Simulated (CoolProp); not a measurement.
A closed Brayton cycle with carbon dioxide: compressor inlet 325.15 K and 7.6 MPa, high pressure 18.6 MPa, turbine inlet 970 K, compressor efficiency 0.85, turbine efficiency 0.9, recuperator effectiveness 0.95 (on enthalpy, no pinch check). Each further row changes one setting.

Computed with CoolProp (reference Helmholtz-energy equation of state, Span 1996).

| case | thermal efficiency (%) | net work (kJ/kg) | compressor to turbine work | compressor exit (K) | turbine exit (K) |
|---|---|---|---|---|---|
| as stated | (withheld) | 93.0 | 0.34 | 403.2 | 851.4 |
| turbine inlet 920 K | (withheld) | (withheld) | 0.36 | 403.2 | 805.5 |
| compressor inlet 335.15 K | 39.5 | 87.9 | 0.38 | (withheld) | 851.4 |
| high pressure 15.8 MPa | (withheld) | (withheld) | 0.32 | 388.4 | (withheld) |
| recuperator effectiveness 0.5 | 20.0 | 93.0 | 0.34 | 403.2 | 851.4 |

Fill in the missing entries.


- as stated, thermal efficiency (%): 40.3
- turbine inlet 920 K, thermal efficiency (%): 38.7
- turbine inlet 920 K, net work (kJ/kg): 85.3
- compressor inlet 335.15 K, compressor exit (K): 417.3
- high pressure 15.8 MPa, thermal efficiency (%): 39.1
- high pressure 15.8 MPa, net work (kJ/kg): 78.5
- high pressure 15.8 MPa, turbine exit (K): 872.4
